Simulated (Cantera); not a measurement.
**PbO + H2O + N2 (chemical vapour transport)**

Charge: 1 mol PbO, 0.085 mol H2O, 0.14 mol N2, at 105 Torr.

These are equilibrium values from Cantera (NASA tables, ideal gas, pure condensed phases), not measurements of a reactor. Candidate condensed phases: H2O, Pb, PbO, PbO2, Pb3O4; 27 gas species. Gases not in the tables: (PbO)n polymers. The numbers say what is thermodynamically allowed, not how fast it happens.

From 823 K to 1123 K the condensed part is PbO(yellow). From 1198 K to 1273 K the condensed part is PbO(l).

| T (K) | x N2 | x H2O | x PbO | x Pb | x O2 | x NO | x H2 | x OH | n PbO(yellow) | n PbO(l) |
|---|---|---|---|---|---|---|---|---|---|---|
| 823 | 0.622 | 0.378 | 1.62e-9 | 1.17e-10 | 2.03e-9 | 2.57e-10 | 3.27e-9 | 5.44e-11 | 1.00 | 0 |
| 898 | 0.622 | 0.378 | 4.91e-8 | 6.19e-9 | 1.44e-8 | 2.09e-9 | 2.50e-8 | 6.43e-10 | 1.00 | 0 |
| 973 | 0.622 | 0.378 | 8.64e-7 | 1.40e-7 | 1.18e-7 | 1.53e-8 | 1.13e-7 | 5.81e-9 | 1.00 | 0 |
| 1048 | 0.622 | 0.378 | 9.95e-6 | 1.71e-6 | 9.69e-7 | 9.88e-8 | 3.51e-7 | 4.14e-8 | 1.000 | 0 |
| 1123 | 0.622 | 0.378 | 8.17e-5 | 1.37e-5 | 6.97e-6 | 5.34e-7 | 8.79e-7 | 2.36e-7 | 1.000 | 0 |
| 1198 | 0.622 | 0.378 | 0.000468 | 7.77e-5 | 3.84e-5 | 2.31e-6 | 1.98e-6 | 1.08e-6 | 0 | 1.000 |
| 1273 | 0.621 | 0.377 | 0.00200 | 0.000337 | 0.000166 | 8.24e-6 | 4.16e-6 | 4.06e-6 | 0 | 0.999 |
x: gas mole fraction; n: condensed amount in mol.
